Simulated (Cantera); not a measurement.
Charge: 1 mol Fe3O4, 1.6 mol CO, 0.11 mol N2, at 0.190 bar.

Cantera equilibrium calculation (NASA polynomials, part measured and part estimated; ideal gas, pure solids and liquids). Candidate condensed phases: C, Fe, Fe(CO)5, FeO, Fe2O3, Fe3O4; 27 gas species. The tables' stoichiometric FeO is somewhat more stable than real wüstite, so its field is too wide. FeO: taken at fixed stoichiometry. Rates play no part.

log p: log10 of the partial pressure in bar; n: condensed amount in mol.

| T (K) | log p CO2 | log p CO | log p N2 | log p O2 | log p Fe | log p FeO | n FeO(l) |
|---|---|---|---|---|---|---|---|
| 1748 | -0.95 | -1.18 | -1.91 | -7.41 | -5.98 | -7.21 | 3.00 |
| 1798 | -0.95 | -1.18 | -1.91 | -6.95 | -5.69 | -6.82 | 3.00 |
| 1848 | -0.95 | -1.18 | -1.91 | -6.51 | -5.41 | -6.46 | 3.00 |
| 1898 | -0.95 | -1.18 | -1.91 | -6.09 | -5.14 | -6.11 | 3.00 |
| 1948 | -0.95 | -1.18 | -1.91 | -5.70 | -4.90 | -5.79 | 3.00 |
| 1998 | -0.95 | -1.18 | -1.91 | -5.33 | -4.66 | -5.48 | 3.00 |
| 2048 | -0.95 | -1.18 | -1.91 | -4.97 | -4.43 | -5.19 | 3.00 |
| 2098 | -0.95 | -1.18 | -1.91 | -4.64 | -4.22 | -4.91 | 3.00 |
| 2148 | -0.95 | -1.18 | -1.91 | ___ | ___ | ___ | 3.00 |
| 2198 | -0.96 | -1.18 | -1.91 | -4.01 | -3.83 | -4.40 | 3.00 |
| 2248 | -0.96 | -1.18 | -1.92 | ___ | ___ | ___ | 3.00 |
| 2298 | -0.96 | -1.17 | -1.92 | -3.45 | -3.46 | -3.93 | 3.00 |

What belongs in the gaps?


- 2248, log p O2: -3.72
- 2248, log p Fe: -3.64
- 2248, log p FeO: -4.16
- 2148, log p O2: -4.32
- 2148, log p Fe: -4.02
- 2148, log p FeO: -4.65
